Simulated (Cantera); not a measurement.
A closed system holds: 1 mol SiCl₄, 1.2 mol HCl, 2.4 mol H₂, held at 973.15 K and 2.10 bar.

Equilibrium computed with Cantera from the NASA thermochemical tables; the gas is ideal and each condensed phase is pure. Candidate condensed phases: Si; 19 gas species. The tables' values for SiCl₃ are old estimates; treat these amounts as uncertain. The numbers say what is thermodynamically allowed, not how fast it happens.

Base state: H₂ 0.519, HCl 0.263, SiCl₄ 0.215, SiHCl₃ 0.00239, SiCl₃ 2.79e-5 (mole fractions); condensed: gas only.

Question: What changes in the equilibrium state with this change: HCl from 1.2 to 1.6 mol?

Answer: 
```
species   before    after
-------  -------  -------
H₂         0.519    0.478
HCl        0.263    0.322
SiCl₄      0.215    0.198
SiHCl₃   0.00239  0.00166
SiCl₃    2.79e-5  2.02e-5
```

Question: What changes in the equilibrium state with this change: 0.19 mol O₂ added?

Answer: 
```json
[
 {"species": "H₂", "before": "0.519", "after": "0.421"},
 {"species": "HCl", "before": "0.263", "after": "0.410"},
 {"species": "SiCl₄", "before": "0.215", "after": "0.168"},
 {"species": "SiHCl₃", "before": "0.00239", "after": "0.000970"},
 {"species": "SiCl₃", "before": "2.79e-5", "after": "1.26e-5"},
 {"species": "SiO₂(β-quartz), mol", "before": "0", "after": "0.190"}
]
```
Further candidate phases: H₂O, SiO₂.

Question: What changes in the equilibrium state with this change: 0.2 mol HF added?

Answer: 
```csv
species,before,after
H₂,0.519,0.498
HCl,0.263,0.294
SiCl₄,0.215,0.196
SiF₄,0,0.0103
HF,0,0.000115
SiHF₃,0,6.16e-5
SiHCl₃,0.00239,0.00187
```
